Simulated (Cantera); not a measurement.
## Titanium nitride, carbide and oxide coatings: Ti(OiPr)4 + O2

Input: 1 mol Ti(OiPr)4, 4.4 mol O2, equilibrated at 1875 K and 100 Torr.

Cantera equilibrium calculation (NASA polynomials, part measured and part estimated; ideal gas, pure solids and liquids). Candidate condensed phases: C, C6H6, C7H8, C8H18, H2O, Ti, TiC, TiO, TiO2, Ti2O3, Ti3O5, Ti4O7; 113 gas species. The feed counts by its element totals alone. Mutual solubility and eutectic melting of coexisting phases are not modelled. TiC: taken at fixed stoichiometry. Rates play no part.

| Quantity | Value |
|---|---|
| x(H2) | 0.543 |
| x(CO) | 0.455 |
| x(H) | 0.00132 |
| x(H2O) | 0.000182 |
| x(CO2) | 3.70e-5 |
| n(TiC(s)) | 0.282 mol |
| n(Ti2O3(s)) | 0.359 mol |
| gas amount | 25.73 mol |
| log10 activity of Ti3O5(s) (absent) | -0.41 |
| log10 activity of Ti4O7(s) (absent) | -1.31 |
| log10 activity of C(graphite) (absent) | -1.44 |
